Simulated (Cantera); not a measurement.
An isothermal plug-flow reactor at 875 K and 10.0 bar (inlet), inlet velocity 4.4 m/s, active area per volume 3300 1/m; feed 0.539 % CH4, 12.9 % O2, 85.2 % N2, 1.29 % H2O, equivalence ratio 0.083.

Model: Deutschmann's 1995 Pt surface mechanism with GRI-Mech 3.0 gas chemistry, integrated in Cantera. Catalytic surfaces can have several steady states; this one follows from the mechanism file's or the stated starting coverage. Mass transfer to the wall is taken as infinitely fast.

x: gas mole fraction; θ: surface coverage.

| z (m) | x CH4 | x O2 | x H2O | x CO2 | x CO | θ free Pt | θ O* | θ OH* |
|---|---|---|---|---|---|---|---|---|
| 0.0009 | 0.00539 | 0.129 | 0.0130 | 2.84e-6 | 1.58e-7 | 0.0296 | 0.966 | 0.00450 |
| 0.0015 | 0.00539 | 0.129 | 0.0130 | 4.75e-6 | 2.48e-7 | 0.0296 | 0.966 | 0.00450 |
| 0.0025 | 0.00539 | 0.129 | 0.0130 | ___ | ___ | 0.0296 | 0.966 | 0.00450 |
| 0.0042 | 0.00538 | 0.129 | 0.0130 | 1.34e-5 | 5.33e-7 | 0.0296 | 0.966 | 0.00451 |
| 0.007 | 0.00537 | 0.129 | 0.0130 | 2.26e-5 | 6.95e-7 | 0.0296 | 0.966 | 0.00451 |
| 0.012 | 0.00535 | 0.129 | 0.0130 | 3.90e-5 | 8.23e-7 | 0.0296 | 0.966 | 0.00451 |
| 0.019 | 0.00533 | 0.129 | 0.0131 | ___ | 8.71e-7 | 0.0296 | 0.966 | 0.00452 |
| 0.032 | 0.00529 | 0.129 | 0.0132 | 0.000105 | 8.77e-7 | 0.0296 | 0.966 | 0.00454 |
| 0.054 | 0.00521 | 0.129 | 0.0133 | 0.000176 | 8.67e-7 | 0.0296 | 0.966 | 0.00456 |
| 0.09 | 0.00510 | 0.129 | 0.0135 | 0.000291 | 8.48e-7 | 0.0296 | 0.966 | 0.00460 |

Some entries are withheld; supply them.


- 0.0025, x CO2: 7.95e-6
- 0.0025, x CO: 3.73e-7
- 0.019, x CO2: 6.21e-5
